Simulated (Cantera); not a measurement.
Input: 1 mol HBr, 0.19 mol O2, 0.27 mol N2, held at 13.3 mbar.

These are equilibrium values from Cantera (NASA tables, ideal gas, pure condensed phases), not measurements of a reactor. Candidate condensed phases: Br2, H2O; 27 gas species. Kinetics and transport are ignored.

log p: log10 of the partial pressure in bar; nothing condenses.

| T (°C) | log p Br | log p H | log p O | log p N2 | log p H2 | log p H2O | log p OH | log p HBr | log p O2 |
|---|---|---|---|---|---|---|---|---|---|
| 2525 | -2.23 | -2.61 | -3.10 | -2.78 | -3.05 | -3.21 | -3.33 | -3.52 | -3.66 |
| 2575 | -2.24 | -2.56 | -3.03 | -2.80 | -3.08 | -3.34 | -3.35 | -3.60 | -3.69 |
| 2625 | -2.25 | -2.51 | -2.97 | -2.81 | -3.13 | -3.49 | -3.38 | -3.68 | -3.73 |
| 2675 | -2.26 | -2.46 | -2.92 | -2.82 | -3.19 | -3.65 | -3.43 | -3.77 | -3.79 |
| 2725 | -2.26 | -2.43 | -2.88 | -2.83 | -3.25 | -3.83 | -3.49 | -3.85 | -3.86 |
| 2775 | -2.27 | -2.40 | -2.85 | -2.84 | -3.33 | -4.02 | -3.56 | -3.94 | -3.94 |
| 2825 | -2.28 | -2.38 | -2.82 | -2.84 | (withheld) | (withheld) | (withheld) | (withheld) | (withheld) |
| 2875 | -2.28 | -2.36 | -2.80 | -2.85 | (withheld) | (withheld) | (withheld) | (withheld) | (withheld) |
| 2925 | -2.28 | -2.35 | -2.78 | -2.85 | -3.59 | -4.63 | -3.80 | -4.22 | -4.22 |
| 2975 | -2.29 | -2.34 | -2.77 | -2.86 | -3.68 | -4.83 | -3.89 | -4.31 | -4.33 |
| 3025 | -2.29 | -2.33 | -2.76 | -2.86 | -3.78 | -5.04 | -3.98 | -4.40 | -4.43 |
| 3075 | -2.29 | -2.32 | -2.75 | -2.86 | -3.88 | -5.25 | -4.08 | -4.49 | -4.54 |
| 3125 | -2.29 | -2.32 | -2.75 | -2.86 | -3.97 | -5.46 | -4.17 | -4.57 | -4.65 |

### Question
What belongs in the gaps?

### Answer

- 2825, log p H2: -3.41
- 2825, log p H2O: -4.21
- 2825, log p OH: -3.63
- 2825, log p HBr: -4.04
- 2825, log p O2: -4.03
- 2875, log p H2: -3.50
- 2875, log p H2O: -4.42
- 2875, log p OH: -3.71
- 2875, log p HBr: -4.13
- 2875, log p O2: -4.12
